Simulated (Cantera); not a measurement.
Input: 1 mol SiH4, a varied amount of O3, at 1550 K and 78.0 mbar.

Cantera equilibrium calculation (NASA polynomials, part measured and part estimated; ideal gas, pure solids and liquids). Candidate condensed phases: H2O, Si, SiO2; 18 gas species. Mutual solubility and eutectic melting of coexisting phases are not modelled. The tables hold silica as quartz up to 1696 K and as liquid above; real silica turns to tridymite and cristobalite and melts near 1996 K. Gases not in the tables: Si(OH)4. Rates play no part.

x: gas mole fraction; n: condensed amount in mol.

```
n(O3) (mol)     x H2    x H2O      x O2     x SiO      x OH       x H  n Si(s)  n SiO2(β-quartz)
-----------  -------  -------  --------  --------  --------  --------  -------  ----------------
0.43           0.984  5.46e-6    <1e-12    0.0160       ___  0.000112    0.339             0.629
0.9            0.650    0.350  4.86e-11   1.65e-7       ___   9.09e-5        0              1.00
1.4          5.65e-5    0.952    0.0475  5.28e-12       ___   8.48e-7        0              1.00
1.8          1.88e-5    0.740     0.259  2.26e-12  0.000647   4.89e-7        0              1.00
2.3          1.16e-5    0.579     0.420  1.78e-12  0.000646   3.84e-7        0              1.00
2.8          8.51e-6    0.476     0.524  1.59e-12  0.000618   3.29e-7        0              1.00
3.3          6.77e-6    0.404     0.596  1.49e-12  0.000588   2.93e-7        0              1.00
3.7          5.83e-6    0.360     0.639  1.44e-12  0.000565   2.72e-7        0              1.00
4.2          4.97e-6    0.317     0.682  1.39e-12  0.000539   2.51e-7        0              1.00
4.7          4.33e-6    0.283     0.716  1.36e-12  0.000516   2.35e-7        0              1.00
5.1          3.93e-6    0.261     0.738  1.34e-12  0.000499   2.24e-7        0              1.00
5.6          3.53e-6    0.238     0.762  1.32e-12  0.000480   2.12e-7        0              1.00
```

**Question.** What belongs in the gaps?

**Answer.** 
- 0.43, x OH: 2.09e-11
- 0.9, x OH: 1.65e-6
- 1.4, x OH: 0.000480
